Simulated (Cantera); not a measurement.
Feed: 1 mol Si3N4, 16 mol HCl, 54 mol H2, a varied amount of Cl2, equilibrated at 1200 K and 0.00180 bar.

Cantera equilibrium calculation (NASA polynomials, part measured and part estimated; ideal gas, pure solids and liquids). Candidate condensed phases: NH4Cl, Si, Si3N4; 28 gas species. The tables' values for SiCl3 are old estimates; treat these amounts as uncertain. Equilibrium is a limit: real reactors are often held back by kinetics, nucleation or transport.

Question: At 4.9 mol Cl2, list the 5 most abundant gas species with their mole fractions, and the condensed phases.

Answer: H2 0.678, HCl 0.299, N2 0.00944, SiCl4 0.00739, SiCl2 0.00439. Condensed: Si3N4(s).
